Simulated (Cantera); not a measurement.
Charge: 1 mol Si, 0.77 mol N2O, 97 mol N2, held at 775 °C and 20.0 mbar.

Equilibrium computed with Cantera from the NASA thermochemical tables; the gas is ideal and each condensed phase is pure. Candidate condensed phases: Si, SiO2, Si2N2O, Si3N4; 16 gas species. Mutual solubility and eutectic melting of coexisting phases are not modelled. Rates play no part.

Base state: N2 1.00 (mole fractions); condensed: SiO2(β-quartz) + Si2N2O(s).

Problem. What changes in the equilibrium state with this change: temperature from 775 °C to 1827 °C?

Solution. 
```csv
species,before,after
N2,1.00,0.990
SiO,<1e-9,0.00780
Si,<1e-9,0.00219
SiN,<1e-9,6.40e-5
Si2N,<1e-9,2.53e-5
"SiO2(β-quartz), mol",0.180,0
"Si2N2O(s), mol",0.410,0
```
The tables' values for SiN are old estimates; treat these amounts as uncertain.
